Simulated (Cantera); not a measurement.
Cantera run:

```python
import numpy as np
import cantera as ct

gas_names = """
    N N2 Pb Pb2
""".split()
cond_names = """
    Pb(cr) Pb(L)
""".split()


# ... load() reads the species with a 1 bar reference pressure and builds the phases ...
atoms = {
    'Pb': {'Pb': 1},
    'N2': {'N': 2},
}
top_T = {}  # K; cautious upper limits of use, not melting points


# ... equilibrate(T, P, feed) seeds the gas with the atoms and calls Mixture.equilibrate('TP', solver="vcs", rtol=1e-11, max_steps=5000) ...
results = []
feed = {'Pb': 1, 'N2': 16}  # mol
P = 1000  # Pa
for T in [875, 925, 975, 1025, 1075, 1125, 1175, 1225, 1275, 1325, 1375]:
    mix = equilibrate(T, P, feed)
    results.append((T, P, feed, dict(zip(mix.species_names, mix.species_moles))))
    x = sorted(zip(gas.X, gas.species_names), reverse=True)
    print(f"T = {T:g} K  P = {P:g} Pa  gas = {mix.phase_moles(0):.4g} mol")
    print("   x: " + "  ".join(f"{s} {v:.3e}" for v, s in x if v > 1e-06))
    print("   condensed (mol): " + ("  ".join(f"{mix.phase(i).name} {mix.phase_moles(i):.4g}"
          for i in range(1, mix.n_phases) if mix.phase_moles(i) > 1e-12) or "none"))
```

Result:

```
T = 875 K  P = 1000 Pa  gas = 16 mol
   x: N2 9.999e-01  Pb 6.742e-05
   condensed (mol): Pb(L) 0.9989
T = 925 K  P = 1000 Pa  gas = 16 mol
   x: N2 9.997e-01  Pb 2.672e-04
   condensed (mol): Pb(L) 0.9957
T = 975 K  P = 1000 Pa  gas = 16.01 mol
   x: N2 9.991e-01  Pb 9.167e-04
   condensed (mol): Pb(L) 0.9853
T = 1025 K  P = 1000 Pa  gas = 16.04 mol
   x: N2 9.972e-01  Pb 2.781e-03
   condensed (mol): Pb(L) 0.9554
T = 1075 K  P = 1000 Pa  gas = 16.12 mol
   x: N2 9.924e-01  Pb 7.594e-03
   condensed (mol): Pb(L) 0.8776
T = 1125 K  P = 1000 Pa  gas = 16.31 mol
   x: N2 9.811e-01  Pb 1.892e-02
   condensed (mol): Pb(L) 0.6914
T = 1175 K  P = 1000 Pa  gas = 16.73 mol
   x: N2 9.565e-01  Pb 4.354e-02  Pb2 1.250e-06
   condensed (mol): Pb(L) 0.2715
T = 1225 K  P = 1000 Pa  gas = 17 mol
   x: N2 9.412e-01  Pb 5.882e-02  Pb2 1.771e-06
   condensed (mol): none
T = 1275 K  P = 1000 Pa  gas = 17 mol
   x: N2 9.412e-01  Pb 5.882e-02  Pb2 1.402e-06
   condensed (mol): none
T = 1325 K  P = 1000 Pa  gas = 17 mol
   x: N2 9.412e-01  Pb 5.882e-02  Pb2 1.129e-06
   condensed (mol): none
T = 1375 K  P = 1000 Pa  gas = 17 mol
   x: N2 9.412e-01  Pb 5.882e-02
   condensed (mol): none
```

Method: chemical equilibrium by Gibbs-energy minimisation in Cantera with the NASA 1993 tables (ideal gas, pure condensed phases).
